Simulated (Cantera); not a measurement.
Feed: 1 mol NiS, 21 mol H₂, 92 mol N₂, equilibrated at 14.0 mbar.

Equilibrium computed with Cantera from the NASA thermochemical tables; the gas is ideal and each condensed phase is pure. Candidate condensed phases: Ni, NiS, NiS₂, Ni₃S₂, Ni₃S₄, S; 17 gas species. Metal and sulfide melt together well below either melting point, which pure phases cannot show. Mutual solubility and eutectic melting of coexisting phases are not modelled. Gases not in the tables: S₃ to S₇. Kinetics and transport are ignored.

x: gas mole fraction; n: condensed amount in mol.

| T (°C) | x N₂ | x H₂ | x Ni | x S₂ | n Ni₃S₂(s) | n Ni₃S₂(l) | n Ni(s) | n Ni(l) |
|---|---|---|---|---|---|---|---|---|
| 575 | 0.814 | 0.183 | <1e-12 | 2.12e-8 | 0.333 | 0 | 0 | 0 |
| 725 | 0.814 | 0.183 | <1e-12 | 9.63e-7 | 0.333 | 0 | 0 | 0 |
| 875 | 0.814 | 0.183 | ___ | ___ | 0 | 0.333 | 0 | 0 |
| 1025 | 0.814 | 0.183 | 1.36e-8 | 0.000121 | 0 | 0.333 | 0 | 0 |
| 1175 | 0.814 | 0.184 | 1.09e-6 | 0.000422 | 0 | 0.327 | 0.0200 | 0 |
| 1325 | 0.812 | 0.182 | 2.90e-5 | 0.00249 | 0 | 0.0434 | 0.864 | 0 |
| 1475 | 0.810 | 0.183 | ___ | ___ | 0 | 0 | 0 | ___ |
| 1625 | 0.806 | 0.181 | 0.00374 | 0.00274 | 0 | 0 | 0 | 0.522 |

Some entries are withheld; supply them.


- 1475, x Ni: 0.000427
- 1475, x S₂: 0.00302
- 1475, n Ni(l): 0.938
- 875, x Ni: 5.94e-11
- 875, x S₂: 1.60e-5
